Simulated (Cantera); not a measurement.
Cantera run:

```python
import numpy as np
import cantera as ct

gas_names = [...]  # 136 gases of nasa_gas.yaml made of C, H, N, O
cond_names = """
    C(gr) C6H6(L) C7H8(L) C8H18(L),n-octa H2O(s) H2O(L)
""".split()


# ... load() reads the species with a 1 bar reference pressure and builds the phases ...
atoms = {
    'toluene': {'C': 7, 'H': 8},
    'H2O': {'H': 2, 'O': 1},
    'N2': {'N': 2},
    'H2': {'H': 2},
}
top_T = {'C(gr)': 4500}  # K; cautious upper limits of use, not melting points


# ... equilibrate(T, P, feed) seeds the gas with the atoms and calls Mixture.equilibrate('TP', solver="vcs", rtol=1e-11, max_steps=5000) ...
results = []
feed = {'toluene': 1, 'H2O': 0.67, 'N2': 0.18, 'H2': 13}  # mol
T = 2823  # K
for P in [10, 160, 2500, 40000, 630000, 10000000]:
    mix = equilibrate(T, P, feed)
    results.append((T, P, feed, dict(zip(mix.species_names, mix.species_moles))))
    x = sorted(zip(gas.X, gas.species_names), reverse=True)
    print(f"T = {T:g} K  P = {P:g} Pa  gas = {mix.phase_moles(0):.4g} mol")
    print("   x: " + "  ".join(f"{s} {v:.3e}" for v, s in x if v > 1e-05))
    print("   condensed (mol): " + ("  ".join(f"{mix.phase(i).name} {mix.phase_moles(i):.4g}"
          for i in range(1, mix.n_phases) if mix.phase_moles(i) > 1e-12) or "none"))
```

Output:

```
T = 2823 K  P = 10 Pa  gas = 38.95 mol
   x: H 8.860e-01  C 3.695e-02  C3 3.487e-02  CO 1.720e-02  H2 9.986e-03  C2 7.828e-03  N2 3.068e-03  CN 2.675e-03  C2H 7.983e-04  HCN 3.496e-04  C5 6.891e-05  C2H2,acetylene 6.864e-05  HNC 5.683e-05  C4 3.014e-05  N 2.295e-05  CH 2.261e-05
   condensed (mol): none
T = 2823 K  P = 160 Pa  gas = 32.86 mol
   x: H 7.989e-01  H2 1.299e-01  C3 2.613e-02  CO 2.039e-02  C 5.285e-03  C2H2,acetylene 4.678e-03  C2H 3.770e-03  N2 3.040e-03  HCN 2.873e-03  C2 2.563e-03  CN 1.524e-03  HNC 4.670e-04  C5 2.705e-04  C4H2 7.013e-05  C4 5.168e-05  CH 4.666e-05
   condensed (mol): C(gr) 2.634
T = 2823 K  P = 2500 Pa  gas = 23.36 mol
   x: H2 5.285e-01  H 4.076e-01  CO 2.868e-02  C2H2,acetylene 1.903e-02  HCN 6.434e-03  N2 3.749e-03  C2H 1.924e-03  C3 1.672e-03  HNC 1.046e-03  CN 4.280e-04  C 3.383e-04  C4H2 2.853e-04  C2 1.640e-04  C2H2,vinylidene 3.883e-05  CH 2.381e-05  C5 1.731e-05  CH2 1.477e-05
   condensed (mol): C(gr) 5.001
T = 2823 K  P = 40000 Pa  gas = 19.77 mol
   x: H2 7.969e-01  H 1.251e-01  CO 3.390e-02  C2H2,acetylene 2.869e-02  HCN 8.354e-03  N2 4.192e-03  HNC 1.358e-03  C2H 5.906e-04  C4H2 4.302e-04  CN 1.132e-04  C3 1.045e-04  CH3 6.312e-05  C2H2,vinylidene 5.854e-05  CH4 2.421e-05  CH2 2.228e-05  C 2.114e-05  C2 1.025e-05
   condensed (mol): C(gr) 4.931
T = 2823 K  P = 630000 Pa  gas = 18.82 mol
   x: H2 8.830e-01  CO 3.559e-02  H 3.319e-02  C2H2,acetylene 3.179e-02  HCN 8.950e-03  N2 4.342e-03  HNC 1.455e-03  C4H2 4.767e-04  CH4 4.682e-04  CH3 2.922e-04  C2H 1.567e-04  C2H2,vinylidene 6.487e-05  C2H4 4.679e-05  CN 2.902e-05  C3H3,propargyl 2.616e-05  CH2 2.469e-05  C2H3,vinyl 1.944e-05
   condensed (mol): C(gr) 4.872
T = 2823 K  P = 1e+07 Pa  gas = 18.42 mol
   x: H2 8.972e-01  CO 3.632e-02  C2H2,acetylene 3.231e-02  HCN 9.110e-03  H 8.398e-03  CH4 7.672e-03  N2 4.428e-03  HNC 1.481e-03  CH3 1.192e-03  C2H4 7.668e-04  C4H2 4.844e-04  C3H3,propargyl 1.067e-04  C3H4,propyne 7.962e-05  C2H3,vinyl 7.933e-05  C2H2,vinylidene 6.592e-05  NH3 4.385e-05  C2H 3.964e-05  H2O 3.926e-05  C3H4,allene 3.601e-05  CH3CN 3.529e-05  CH2 2.508e-05
   condensed (mol): C(gr) 4.695
```

Method: chemical equilibrium by Gibbs-energy minimisation in Cantera with the NASA 1993 tables (ideal gas, pure condensed phases). The ideal-gas law is rough above about 30 bar.
